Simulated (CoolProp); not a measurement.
Vapour pressure (MPa) of 1-butene: the reference equation beside estimates from Tc = 419.3 K, pc = 4.006 MPa, ω = 0.192.

The numbers come from the reference Helmholtz-energy equation of state, Lemmon 2005 in CoolProp. It is a short technical equation, of lower accuracy than the large ones.

```csv
T (K),reference,Lee-Kesler,van der Waals,Redlich-Kwong,Soave-Redlich-Kwong,Peng-Robinson
265.4,___,0.09463,0.4707,0.1408,0.09487,0.09591
274,0.1328,0.1318,0.5601,0.1906,0.1319,0.1327
282.5,0.1795,0.1788,0.6589,0.2516,0.1788,0.1791
291.1,0.2386,0.2385,___,0.3267,0.2383,0.2379
299.7,0.3114,0.3121,___,0.4168,0.3120,0.3104
308.3,0.3999,0.4015,1.027,0.5234,0.4017,0.3987
316.8,0.5046,0.5074,1.173,0.6466,___,0.5035
325.4,0.6301,0.6341,1.332,0.7906,0.6362,0.6294
334,0.7773,0.7827,1.506,0.9555,0.7866,0.7775
342.6,0.9485,0.9551,1.692,1.143,0.9619,0.9503
```

Question: Fill in the missing entries.

Answer: 
- 265.4, reference: 0.09575
- 291.1, van der Waals: 0.7699
- 299.7, van der Waals: 0.8925
- 316.8, Soave-Redlich-Kwong: 0.5082

Absolute difference from the reference over all 10 rows, mean and median: Lee-Kesler 0.6 and 0.6 %, van der Waals 196.3 and 171.7 %, Redlich-Kwong 32.9 and 32.4 %, Soave-Redlich-Kwong 0.7 and 0.7 %, Peng-Robinson 0.2 and 0.2 %.
